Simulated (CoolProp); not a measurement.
Vapour-liquid equilibrium of acetone (1) + dimethyl carbonate (2) at 445.8 K; x and y are mole fractions of (1).

The numbers come from the multi-fluid Helmholtz-energy mixture model, Lemmon 2006 and Zhou 2011; pair parameters Bell 2016 in CoolProp.

```csv
x,bubble pressure (MPa),y at the bubble point,dew pressure at overall composition x (MPa),liquid density (mol/L)
0.05,0.8560,0.096,0.8318,9.409
0.125,0.9269,0.218,0.8722,9.460
0.2,0.9951,0.322,0.9160,9.512
0.275,1.062,0.413,0.9635,9.563
0.35,1.128,0.494,1.015,9.614
0.425,1.194,0.568,1.071,9.664
0.5,1.260,0.637,1.133,9.714
0.575,1.327,0.701,1.200,9.761
0.65,1.396,0.761,1.273,9.805
0.725,1.466,0.817,1.354,9.847
0.8,1.538,0.871,1.444,9.884
0.875,1.613,0.921,1.544,9.915
0.95,1.690,0.969,1.658,9.939
```

No azeotrope shows between x = 0.05 and 0.95.

Pair parameters are fitted to limited data, so mixtures are less certain than the pure fluids.
